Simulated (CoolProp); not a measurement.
Vapour-liquid equilibrium of R143a (1) + R152A (2) at 1340 kPa; x and y are mole fractions of (1).

Model: multi-fluid Helmholtz-energy mixture model, Lemmon and Jacobsen 2000 and Outcalt 1996; pair parameters Bell 2016, in CoolProp.

```tsv
x	bubble temperature (°C)	y at the bubble point	dew temperature at overall composition x (°C)	liquid density (mol/L)
0.05	53.0	0.086	54.0	12.29
0.15	?	?	51.3	12.18
0.25	45.4	0.367	48.7	12.05
0.35	42.3	0.478	45.9	11.92
0.45	39.4	0.577	43.1	11.78
0.55	36.9	0.666	40.2	11.63
0.65	34.5	0.748	37.3	?
0.75	32.3	0.824	34.4	11.33
0.85	?	0.896	31.5	11.17
0.95	28.3	0.966	28.7	11.02
```

Some entries are withheld; supply them.


- 0.15, bubble temperature (°C): 49.0
- 0.15, y at the bubble point: 0.238
- 0.65, liquid density (mol/L): 11.48
- 0.85, bubble temperature (°C): 30.2

No azeotrope shows between x = 0.05 and 0.95.

The pair parameters rest on a limited set of measurements; away from them the model extrapolates.
